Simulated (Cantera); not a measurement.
# Carbothermic reduction: Ta2O5 + CO + H2

Feed: 1 mol Ta2O5, 4.2 mol CO, 0.11 mol H2, at 160 Pa.

Method: chemical equilibrium by Gibbs-energy minimisation in Cantera with the NASA 1993 tables (ideal gas, pure condensed phases). Candidate condensed phases: C, C6H6, C7H8, C8H18, H2O, Ta, TaC, Ta2O5; 113 gas species. Mutual solubility and eutectic melting of coexisting phases are not modelled. TaC: taken at fixed stoichiometry. Condensed phases not in the tables: Ta2C. Equilibrium is a limit: real reactors are often held back by kinetics, nucleation or transport.

```
T (K)  log p CO  log p TaO2  log p H  log p CO2  log p H2  log p O  log p OH  log p O2  n TaC(s)  n Ta2O5(s)  n Ta2O5(l)
-----  --------  ----------  -------  ---------  --------  -------  --------  --------  --------  ----------  ----------
1873      -2.81       -7.06    -5.40      -6.30     -4.41   -10.49     -9.39    -13.73  0.000376       1.000           0
1923      -2.81       -6.60    -5.24      -6.30     -4.42   -10.11     -9.16    -13.33  0.000275       0.999           0
1973      -2.81       -6.19    -5.09      -6.25     -4.44    -9.68     -8.90    -12.84         0       0.999           0
2023      -2.81       -5.87    -4.95      -6.05     -4.46    -9.14     -8.51    -12.08         0       0.998           0
2073      -2.81       -5.60    -4.82      -5.83     -4.48    -8.58     -8.10    -11.28         0           0       0.996
2123      -2.81       -5.36    -4.70      -5.62     -4.52    -8.05     -7.72    -10.53         0           0       0.994
2173      -2.81       -5.14    -4.60      -5.42     -4.56    -7.55     -7.36     -9.81         0           0       0.990
2223      -2.82       -4.93    -4.50      -5.23     -4.62    -7.07     -7.02     -9.12         0           0       0.983
2273      -2.82       -4.73    -4.42      -5.04     -4.69    -6.60     -6.71     -8.46         0           0       0.973
2323      -2.83       -4.54    -4.36      -4.87     -4.78    -6.16     -6.42     -7.83         0           0       0.959
2373      -2.83       -4.36    -4.30      -4.71     -4.89    -5.74     -6.16     -7.23         0           0       0.937
2423      -2.84       -4.18    -4.26      -4.56     -5.03    -5.35     -5.93     -6.67         0           0       0.904
2473      -2.86       -4.01    -4.24      -4.44     -5.18    -4.98     -5.74     -6.16         0           0       0.853
2523      -2.88       -3.83    -4.24      -4.35     -5.36    -4.64     -5.58     -5.69         0           0       0.771
```
log p: log10 of the partial pressure in bar; n: condensed amount in mol.

From 1873 K to 1923 K the condensed part is TaC(s) + Ta2O5(s). From 1973 K to 2023 K the condensed part is Ta2O5(s). From 2073 K to 2523 K the condensed part is Ta2O5(l). The main Ta-bearing gas is TaO2 throughout.
